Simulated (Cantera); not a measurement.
Charge: 1 mol Si, 1.1 mol Cl2, 3.2 mol NF3, held at 750 °C and 10.0 mbar.

Method: chemical equilibrium by Gibbs-energy minimisation in Cantera with the NASA 1993 tables (ideal gas, pure condensed phases). Candidate condensed phases: Si, Si3N4; 24 gas species. Equilibrium is a limit: real reactors are often held back by kinetics, nucleation or transport.

Base state: F 0.312, ClF 0.286, N2 0.208, SiF4 0.130, F2 0.0647, NF3 2.16e-5 (mole fractions); condensed: gas only.

Problem. What changes in the equilibrium state with this change: 1.3 mol HCl added?

Solution. 
| species | before | after |
|---|---|---|
| ClF | 0.286 | 0.429 |
| N2 | 0.208 | 0.196 |
| HF | 0 | 0.159 |
| F | 0.312 | 0.0880 |
| F2 | 0.0647 | 0.00515 |
| SiF4 | 0.130 | 0.123 |
| NF3 | 2.16e-5 | 4.70e-7 |
| Cl2 | 2.89e-6 | 8.19e-5 |
| Cl | 9.24e-6 | 4.92e-5 |
Further candidate phases: NH4Cl.
